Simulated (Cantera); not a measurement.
Feed: 1 mol CO2, 0.064 mol SO2, 1.1 mol N2, held at 3250 K and 143 Torr.

Method: chemical equilibrium by Gibbs-energy minimisation in Cantera with the NASA 1993 tables (ideal gas, pure condensed phases). Candidate condensed phases: C, S; 35 gas species. The numbers say what is thermodynamically allowed, not how fast it happens.

Base state: N2 0.374, CO 0.306, O 0.154, O2 0.0718, CO2 0.0465, NO 0.0255, SO 0.0112, SO2 0.00829 (mole fractions); condensed: gas only.

What changes in the equilibrium state with this change: CO2 replaced by CS2?


```json
[
 {"species": "N2", "before": "0.374", "after": "0.354"},
 {"species": "CS", "before": "2.12e-8", "after": "0.273"},
 {"species": "S", "before": "0.00297", "after": "0.268"},
 {"species": "CO", "before": "0.306", "after": "0.0413"},
 {"species": "O2", "before": "0.0718", "after": "<1e-9"},
 {"species": "CO2", "before": "0.0465", "after": "5.92e-9"},
 {"species": "NO", "before": "0.0255", "after": "2.34e-8"},
 {"species": "O", "before": "0.154", "after": "1.45e-7"},
 {"species": "SO", "before": "0.0112", "after": "9.56e-7"},
 {"species": "S2", "before": "6.78e-6", "after": "0.0551"},
 {"species": "SO2", "before": "0.00829", "after": "<1e-9"},
 {"species": "CS2", "before": "<1e-9", "after": "0.00720"},
 {"species": "CN", "before": "5.01e-9", "after": "0.000698"},
 {"species": "C", "before": "<1e-9", "after": "9.98e-5"},
 {"species": "SN", "before": "4.87e-6", "after": "0.000427"}
]
```

What changes in the equilibrium state with this change: temperature from 3250 K to 3450 K?


```tsv
species	before	after
N2	0.374	0.355
CO	0.306	0.312
O	0.154	0.217
CO2	0.0465	0.0216
O2	0.0718	0.0476
NO	0.0255	0.0245
SO	0.0112	0.0112
N	8.67e-5	0.000238
SO2	0.00829	0.00352
S	0.00297	0.00661
SN	4.87e-6	1.01e-5
```
